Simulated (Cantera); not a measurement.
Charge: 1 mol FeS, 0.16 mol O2, 4.6 mol CO2, equilibrated at 1900 Pa.

Cantera equilibrium calculation (NASA polynomials, part measured and part estimated; ideal gas, pure solids and liquids). Candidate condensed phases: C, Fe, Fe(CO)5, FeO, FeS, FeSO4, FeS2, Fe2O3, Fe2(SO4)3, Fe3O4, S; 25 gas species. Metal and sulfide melt together well below either melting point, which pure phases cannot show. Mutual solubility and eutectic melting of coexisting phases are not modelled. The tables' stoichiometric FeO is somewhat more stable than real wüstite, so its field is too wide. FeO, FeS: taken at fixed stoichiometry. Gases not in the tables: S3 to S7. Kinetics and transport are ignored.

x: gas mole fraction; n: condensed amount in mol.

```json
[
 {"T (K)": "723", "x CO2": "0.998", "x CO": "0.000110", "x SO2": "0.00160", "x S2": "5.53e-5", "x SO": "2.25e-9", "x COS": "3.19e-5", "x Fe": "<1e-12", "n FeS(s)": "0.549", "n FeS2(s)": "0.221", "n Fe3O4(s)": "0.0765", "n FeO(s)": "0", "n FeO(l)": "0"},
 {"T (K)": "823", "x CO2": "0.979", "x CO": "0.000480", "x SO2": "0.0199", "x S2": "0.000867", "x SO": "1.85e-7", "x COS": "8.73e-5", "x Fe": "<1e-12", "n FeS(s)": "0.898", "n FeS2(s)": "0", "n Fe3O4(s)": "0.0340", "n FeO(s)": "0", "n FeO(l)": "0"},
 {"T (K)": "923", "x CO2": "0.975", "x CO": "0.00280", "x SO2": "0.0199", "x S2": "0.00159", "x SO": "1.48e-6", "x COS": "0.000164", "x Fe": "<1e-12", "n FeS(s)": "0.890", "n FeS2(s)": "0", "n Fe3O4(s)": "0.0366", "n FeO(s)": "0", "n FeO(l)": "0"},
 {"T (K)": "1023", "x CO2": "0.964", "x CO": "0.0112", "x SO2": "0.0214", "x S2": "0.00279", "x SO": "8.30e-6", "x COS": "0.000275", "x Fe": "<1e-12", "n FeS(s)": "0.871", "n FeS2(s)": "0", "n Fe3O4(s)": "0.0430", "n FeO(s)": "0", "n FeO(l)": "0"},
 {"T (K)": "1123", "x CO2": "0.936", "x CO": "0.0330", "x SO2": "0.0260", "x S2": "0.00493", "x SO": "3.77e-5", "x COS": "0.000419", "x Fe": "1.08e-12", "n FeS(s)": "0.827", "n FeS2(s)": "0", "n Fe3O4(s)": "0.0577", "n FeO(s)": "0", "n FeO(l)": "0"},
 {"T (K)": "1223", "x CO2": "0.873", "x CO": "0.0755", "x SO2": "0.0391", "x S2": "0.0117", "x SO": "0.000166", "x COS": "0.000676", "x Fe": "…", "n FeS(s)": "0.691", "n FeS2(s)": "0", "n Fe3O4(s)": "0", "n FeO(s)": "0.309", "n FeO(l)": "0"},
 {"T (K)": "1323", "x CO2": "0.767", "x CO": "0.151", "x SO2": "0.0524", "x S2": "0.0277", "x SO": "0.000588", "x COS": "0.00107", "x Fe": "…", "n FeS(s)": "0.449", "n FeS2(s)": "0", "n Fe3O4(s)": "0", "n FeO(s)": "0.551", "n FeO(l)": "0"},
 {"T (K)": "1423", "x CO2": "0.625", "x CO": "0.250", "x SO2": "0.0646", "x S2": "0.0563", "x SO": "0.00169", "x COS": "0.00145", "x Fe": "…", "n FeS(s)": "0.0477", "n FeS2(s)": "0", "n Fe3O4(s)": "0", "n FeO(s)": "0.952", "n FeO(l)": "0"},
 {"T (K)": "1523", "x CO2": "0.550", "x CO": "0.309", "x SO2": "0.0895", "x S2": "0.0458", "x SO": "0.00371", "x COS": "0.000991", "x Fe": "…", "n FeS(s)": "0", "n FeS2(s)": "0", "n Fe3O4(s)": "0", "n FeO(s)": "1.000", "n FeO(l)": "0"},
 {"T (K)": "1623", "x CO2": "0.488", "x CO": "0.359", "x SO2": "0.114", "x S2": "0.0311", "x SO": "0.00684", "x COS": "0.000620", "x Fe": "…", "n FeS(s)": "0", "n FeS2(s)": "0", "n Fe3O4(s)": "0", "n FeO(s)": "1.000", "n FeO(l)": "0"},
 {"T (K)": "1723", "x CO2": "0.437", "x CO": "0.400", "x SO2": "0.133", "x S2": "0.0185", "x SO": "0.0109", "x COS": "0.000367", "x Fe": "…", "n FeS(s)": "0", "n FeS2(s)": "0", "n Fe3O4(s)": "0", "n FeO(s)": "0", "n FeO(l)": "1.000"},
 {"T (K)": "1823", "x CO2": "0.400", "x CO": "0.428", "x SO2": "0.145", "x S2": "0.00915", "x SO": "0.0153", "x COS": "0.000199", "x Fe": "…", "n FeS(s)": "0", "n FeS2(s)": "0", "n Fe3O4(s)": "0", "n FeO(s)": "0", "n FeO(l)": "0.998"},
 {"T (K)": "1923", "x CO2": "0.380", "x CO": "0.443", "x SO2": "0.152", "x S2": "0.00366", "x SO": "0.0188", "x COS": "9.71e-5", "x Fe": "…", "n FeS(s)": "0", "n FeS2(s)": "0", "n Fe3O4(s)": "0", "n FeO(s)": "0", "n FeO(l)": "0.994"}
]
```

Question: Some entries are withheld; supply them.

Answer: 
- 1223, x Fe: 9.53e-11
- 1323, x Fe: 3.92e-9
- 1423, x Fe: 9.56e-8
- 1523, x Fe: 1.15e-6
- 1623, x Fe: 9.74e-6
- 1723, x Fe: 5.83e-5
- 1823, x Fe: 0.000267
- 1923, x Fe: 0.000981
